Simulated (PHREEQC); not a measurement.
Dissolve 0.031 mol H3BO3 per kg of water at 25 °C. It is in equilibrium with CO2 at log p = -3.4 (atm). Otherwise closed; pH follows from the charge balance.

Computed with PHREEQC (ion-association model, wateq4f.dat).

No solid was allowed to form.

Q: Predict the pH, ionic strength.

A: pH 5.31; ionic strength 4.90e-6 mol/kgw.

Q: In which forms is C present?

A: CO2 92 %, HCO3- 8.4 % of the C.
